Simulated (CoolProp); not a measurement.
Vapour-liquid equilibrium of propylene (1) + R134a (2) at 12.9 bar; x and y are mole fractions of (1).

Values from CoolProp's multi-fluid Helmholtz-energy mixture model, Lemmon 2013 and Tillner-Roth 1994; pair parameters Bell 2016.

Q: Give the bubble temperature and the first vapour's composition at x = 0.05, 0.15, 0.35. Is there an azeotrope?

A: x = 0.05: 45.5 °C, y = 0.111; x = 0.15: 39.6 °C, y = 0.286; x = 0.35: 32.3 °C, y = 0.504. y crosses x between x = 0.75 and 0.85: the model has an azeotrope there.

The pair parameters rest on a limited set of measurements; away from them the model extrapolates.
